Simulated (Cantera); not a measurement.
A Cantera script and what it prints.

```python
import numpy as np
import cantera as ct

gas_names = """
    CL CL2 H HCL H2 N NH NH2 NH3 N2 N2H2 N2H4 Si SiCL SiCL2 SiCL3 SiCL4 SiH SiHCL3 SiH2 SiH2CL2 SiH3
    SiH3CL SiH4 SiN Si2 Si2N Si3
""".split()
cond_names = """
    NH4CL(a) NH4CL(b) Si(cr) Si(L) Si3N4(a)
""".split()


# ... load() reads the species with a 1 bar reference pressure and builds the phases ...
atoms = {
    'Si3N4': {'Si': 3, 'N': 4},
    'HCl': {'H': 1, 'CL': 1},
    'N2': {'N': 2},
}
top_T = {'Si3N4(a)': 2400}  # K; cautious upper limits of use, not melting points


# ... equilibrate(T, P, feed) seeds the gas with the atoms and calls Mixture.equilibrate('TP', solver="vcs", rtol=1e-11, max_steps=5000) ...
results = []
feed = {'Si3N4': 1, 'HCl': 37, 'N2': 1.6}  # mol
P = 10000  # Pa
for T in [1825, 1850, 1875, 1900, 1925, 1950, 1975, 2000, 2025, 2050]:
    mix = equilibrate(T, P, feed)
    results.append((T, P, feed, dict(zip(mix.species_names, mix.species_moles))))

top = {s: max(r[3][s] / sum(r[3][g] for g in gas_names) for r in results) for s in gas_names}
cols = sorted((s for s in top if top[s] > 1e-05), key=lambda s: -top[s])[:8]
seen = [c for c in cond_names if any(r[3].get(c, 0) > 1e-12 for r in results)]
print("log10 of partial pressures in bar; condensed amounts in mol")
print(f"{'T/K':>10s}" + "".join(f"{s[:9]:>10s}" for s in cols + seen))
for T, P, feed, n in results:
    ng = sum(n[g] for g in gas_names)
    print(f"{T:10.4g}" + "".join(f"{np.log10(max(n[s] / ng * P / 1e5, 1e-99)):10.3f}" for s in cols)
          + "".join(f"{n.get(c, 0):10.4g}" for c in seen))
```

It prints:

```
log10 of partial pressures in bar; condensed amounts in mol
       T/K       HCL        H2        N2     SiCL2     SiCL3        CL     SiCL4         H
      1825    -1.132    -2.029    -2.045    -2.311    -2.772    -3.591    -3.046    -4.371
      1850    -1.131    -2.037    -2.046    -2.292    -2.793    -3.500    -3.127    -4.287
      1875    -1.130    -2.045    -2.047    -2.275    -2.817    -3.412    -3.210    -4.206
      1900    -1.130    -2.051    -2.048    -2.260    -2.842    -3.327    -3.293    -4.126
      1925    -1.130    -2.056    -2.049    -2.248    -2.868    -3.245    -3.377    -4.048
      1950    -1.130    -2.060    -2.050    -2.236    -2.896    -3.166    -3.462    -3.971
      1975    -1.130    -2.063    -2.050    -2.227    -2.925    -3.089    -3.546    -3.896
      2000    -1.131    -2.065    -2.051    -2.218    -2.955    -3.015    -3.631    -3.822
      2025    -1.132    -2.066    -2.052    -2.211    -2.986    -2.943    -3.717    -3.749
      2050    -1.133    -2.067    -2.053    -2.204    -3.017    -2.875    -3.802    -3.678
```

Method: chemical equilibrium by Gibbs-energy minimisation in Cantera with the NASA 1993 tables (ideal gas, pure condensed phases). The tables' values for SiCl3, SiCl are old estimates; treat these amounts as uncertain.
